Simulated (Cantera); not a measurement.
## Thermodynamics of chemical vapour transport, feed MgO + HCl + H₂

Feed: 1 mol MgO, 0.027 mol HCl, a varied amount of H₂, equilibrated at 1298 K and 0.0120 bar.

Method: chemical equilibrium by Gibbs-energy minimisation in Cantera with the NASA 1993 tables (ideal gas, pure condensed phases). Candidate condensed phases: H₂O, Mg, MgCl₂, MgO, Mg(OH)₂; 22 gas species. Rates play no part.

```json
[
 {"n(H₂) (mol)": "0.18", "x H₂": "0.870", "x HCl": "0.123", "x H₂O": "0.00384", "x MgCl₂": "0.00384", "n MgO(s)": "0.999"},
 {"n(H₂) (mol)": "0.25", "x H₂": "0.903", "x HCl": "0.0917", "x H₂O": "0.00287", "x MgCl₂": "0.00287", "n MgO(s)": "0.999"},
 {"n(H₂) (mol)": "0.33", "x H₂": "0.924", "x HCl": "0.0712", "x H₂O": "0.00223", "x MgCl₂": "0.00223", "n MgO(s)": "0.999"},
 {"n(H₂) (mol)": "0.45", "x H₂": "0.943", "x HCl": "0.0533", "x H₂O": "0.00167", "x MgCl₂": "0.00167", "n MgO(s)": "0.999"},
 {"n(H₂) (mol)": "0.61", "x H₂": "0.958", "x HCl": "0.0399", "x H₂O": "0.00125", "x MgCl₂": "0.00125", "n MgO(s)": "0.999"},
 {"n(H₂) (mol)": "0.82", "x H₂": "0.968", "x HCl": "0.0300", "x H₂O": "0.000938", "x MgCl₂": "0.000938", "n MgO(s)": "0.999"},
 {"n(H₂) (mol)": "1.1", "x H₂": "0.976", "x HCl": "0.0225", "x H₂O": "0.000705", "x MgCl₂": "0.000705", "n MgO(s)": "0.999"},
 {"n(H₂) (mol)": "1.5", "x H₂": "0.982", "x HCl": "0.0166", "x H₂O": "0.000520", "x MgCl₂": "0.000520", "n MgO(s)": "0.999"},
 {"n(H₂) (mol)": "2", "x H₂": "0.987", "x HCl": "0.0125", "x H₂O": "0.000392", "x MgCl₂": "0.000392", "n MgO(s)": "0.999"},
 {"n(H₂) (mol)": "2.7", "x H₂": "0.990", "x HCl": "0.00932", "x H₂O": "0.000292", "x MgCl₂": "0.000291", "n MgO(s)": "0.999"},
 {"n(H₂) (mol)": "3.6", "x H₂": "0.993", "x HCl": "0.00701", "x H₂O": "0.000220", "x MgCl₂": "0.000219", "n MgO(s)": "0.999"},
 {"n(H₂) (mol)": "4.9", "x H₂": "0.995", "x HCl": "0.00516", "x H₂O": "0.000162", "x MgCl₂": "0.000161", "n MgO(s)": "0.999"},
 {"n(H₂) (mol)": "6.6", "x H₂": "0.996", "x HCl": "0.00384", "x H₂O": "0.000121", "x MgCl₂": "0.000119", "n MgO(s)": "0.999"}
]
```
x: gas mole fraction; n: condensed amount in mol.

From 0.18 mol H₂ to 6.6 mol H₂ the condensed part is MgO(s). The main Mg-bearing gas is MgCl₂ throughout.
